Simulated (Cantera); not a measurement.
Input: 1 mol V2O5, 160 mol H2, 2.4 mol N2, at 1698.15 K and 19.0 Pa.

Cantera equilibrium calculation (NASA polynomials, part measured and part estimated; ideal gas, pure solids and liquids). Candidate condensed phases: H2O, V, VN, VO, V2O3, V2O4, V2O5; 28 gas species. Condensed phases not in the tables: the oxides between V2O3 and V2O5 other than VO2. Equilibrium is a limit: real reactors are often held back by kinetics, nucleation or transport.

Base state: H2 0.963, N2 0.0147, H2O 0.0121, H 0.0103, VO2 0.000315, VO 3.45e-5 (mole fractions); condensed: V2O3(s).

What changes in the equilibrium state with this change: pressure from 19.0 Pa to 1.33 mbar?


```
species         before    after
------------  --------  -------
H2               0.963    0.969
N2              0.0147   0.0147
H2O             0.0121   0.0123
H               0.0103  0.00390
VO2           0.000315  4.50e-5
VO             3.45e-5  4.89e-6
V2O3(s), mol     0.971    0.996
```
